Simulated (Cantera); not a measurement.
An isothermal, constant-pressure homogeneous reactor starts with 43.4 % N₂O, 0.130 % H₂, 56.4 % N₂, at 1375 K and 8.25 Torr.

Model: GRI-Mech 3.0 (53 species, 325 reactions), integrated in Cantera. GRI-Mech 3.0 was tuned for natural gas; its chemistry of N2O as a main component is partial and can be far from experiment. Radical loss at walls, strong at low pressure, is not modelled. The mechanism lacks the step 2 NO + O2 → 2 NO2, which can matter for NO2 below about 1400 K. The temperature is held fixed by assumption; the heat of reaction is taken as removed at once.

x: mole fraction; the columns are a selection and need not sum to one.

```
t (s)       x N₂O     x H₂      x O      x H     x HO₂   x N₂
--------  -------  -------  -------  -------  --------  -----
0.000300    0.434  0.00130  6.38e-6  5.01e-8  9.05e-10  0.564
0.00135     0.434  0.00130  1.52e-5  2.16e-7   6.67e-8  0.565
0.00606     0.434  0.00126  1.72e-5  7.13e-7   1.99e-6  0.565
0.0272      0.432      ___  1.75e-5  1.08e-6   7.77e-6  0.566
0.122       0.425      ___  1.84e-5  2.01e-7   3.54e-6  0.570
0.551       0.399      ___  1.86e-5  2.53e-8   6.33e-7  0.583
2.47        0.302      ___  1.85e-5  2.85e-8   1.41e-7  0.633
11.1       0.0957      ___  1.81e-5  4.50e-8   1.81e-8  0.740
50.0      0.00118      ___  9.01e-6  2.21e-8   1.48e-9  0.789
```

### Question
What belongs in the gaps?

### Answer

- 0.0272, x H₂: 0.000908
- 0.122, x H₂: 0.000204
- 0.551, x H₂: 3.55e-6
- 2.47, x H₂: 3.26e-8
- 11.1, x H₂: 4.58e-8
- 50.0, x H₂: 3.11e-8
